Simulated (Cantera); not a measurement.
# Pb + CO + H2 (metals in furnace atmospheres)

Input: 1 mol Pb, 29 mol CO, a varied amount of H2, equilibrated at 1048.15 K and 33000 Pa.

Cantera equilibrium calculation (NASA polynomials, part measured and part estimated; ideal gas, pure solids and liquids). Candidate condensed phases: C, C6H6, C7H8, C8H18, H2O, Pb, PbO, PbO2, Pb3O4; 113 gas species. The numbers say what is thermodynamically allowed, not how fast it happens.

```
n(H2) (mol)   x CO   x H2    x CO2    x H2O     x CH4      x Pb   x C2H4  x HCHO (formaldehyde)  n C(graphite)  n Pb(l)
-----------  -----  -----  -------  -------  --------  --------  -------  ---------------------  -------------  -------
4.5          0.811  0.134   0.0480  0.00670  0.000347  0.000136  4.34e-9                1.93e-8           1.73    0.996
9.4          0.708  0.244   0.0366   0.0106   0.00114  0.000136  1.43e-8                3.06e-8           1.69    0.995
14           0.633  0.323   0.0292   0.0126   0.00201  0.000136  2.51e-8                3.63e-8           1.64    0.994
19           0.568  0.392   0.0235   0.0137   0.00296  0.000136  3.70e-8                3.95e-8           1.58    0.994
24           0.515  0.448   0.0193   0.0142   0.00386  0.000136  4.83e-8                4.09e-8           1.52    0.993
29           0.471  0.494   0.0162   0.0143   0.00469  0.000136  5.87e-8                4.13e-8           1.45    0.992
34           0.434  0.533   0.0137   0.0142   0.00546  0.000136  6.83e-8                4.10e-8           1.37    0.992
39           0.402  0.565   0.0118   0.0140   0.00615  0.000136  7.70e-8                4.04e-8           1.30    0.991
44           0.375  0.594   0.0103   0.0137   0.00679  0.000136  8.49e-8                3.96e-8           1.22    0.990
49           0.351  0.619  0.00902   0.0134   0.00736  0.000136  9.21e-8                3.86e-8           1.14    0.990
54           0.330  0.640  0.00797   0.0130   0.00789  0.000136  9.87e-8                3.76e-8           1.06    0.989
```
x: gas mole fraction; n: condensed amount in mol.

From 4.5 mol H2 to 54 mol H2 the condensed part is C(graphite) + Pb(l). The main Pb-bearing gas is Pb throughout.
